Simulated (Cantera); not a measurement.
A closed system holds: 1 mol Si, 1.2 mol N₂O, 94 mol H₂, at 1800 K and 0.593 Torr.

Cantera equilibrium calculation (NASA polynomials, part measured and part estimated; ideal gas, pure solids and liquids). Candidate condensed phases: H₂O, Si, SiO₂, Si₂N₂O, Si₃N₄; 35 gas species. Kinetics and transport are ignored.

### Question
What is the equilibrium state?

### Answer
```
Item                                  Value
--------------------------------  ---------
x(H₂)                                 0.963
x(H)                                 0.0125
x(N₂)                                0.0124
x(SiO)                               0.0103
x(H₂O)                              0.00206
x(OH)                               1.77e-6
gas amount                        96.81 mol
log10 activity of Si(l) (absent)      -5.33
```
